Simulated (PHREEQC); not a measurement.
1 kg of water holding 0.15 mol K2SO4, 0.0032 mol NaCl, 0.029 mol MgSO4 and 0.45 mol Na2SO4 is evaporated at 60 °C; the solids stay in contact with the brine. CO2 from the air is kept out. Only these solids could form: Arcanite, Bischofite, Bloedite, Brucite, Carnallite, Epsomite, Glaserite, Halite, Hexahydrite, Kainite, Kieserite, Leonite, Mirabilite, Misenite, Schoenite, Sylvite, Thenardite, MgCl2_4H2O.

The series has 22 steps of water left (kg), from 1 to 0.01627.

The numbers come from PHREEQC with the Pitzer model, pitzer.dat.

Problem. Which solids form, in which order, and at which step of the series does each first stand?

Solution. Glaserite from water left = 0.1711 kg; Thenardite from water left = 0.1156 kg.

Species that the database lacks are ignored. Away from 25 °C the constants follow the database's enthalpies or fits; those with neither stay at their 25 °C values.
